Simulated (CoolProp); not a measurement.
Vapour-liquid equilibrium of R143a (1) + dimethyl ether (2) at 0.0656 MPa; x and y are mole fractions of (1).

Model: multi-fluid Helmholtz-energy mixture model, Lemmon and Jacobsen 2000 and Wu 2011; pair parameters Bell 2016, in CoolProp.

| x | bubble temperature (°C) | y at the bubble point | dew temperature at overall composition x (°C) | liquid density (mol/L) |
|---|---|---|---|---|
| 0.05 | -36.6 | 0.144 | -35.1 | 16.15 |
| 0.15 | -40.3 | 0.358 | -36.7 | 15.96 |
| 0.25 | -43.3 | 0.508 | -38.4 | 15.75 |
| 0.35 | -45.8 | 0.620 | -40.2 | 15.54 |
| 0.45 | -47.9 | 0.707 | -42.1 | 15.32 |
| 0.55 | -49.7 | 0.777 | -44.2 | 15.10 |
| 0.65 | -51.4 | 0.837 | -46.5 | 14.89 |
| 0.75 | -52.8 | 0.889 | -49.0 | 14.67 |
| 0.85 | -54.1 | 0.936 | -51.7 | 14.47 |
| 0.95 | -55.4 | 0.979 | -54.6 | 14.26 |

No azeotrope shows between x = 0.05 and 0.95.

The pair parameters rest on a limited set of measurements; away from them the model extrapolates.
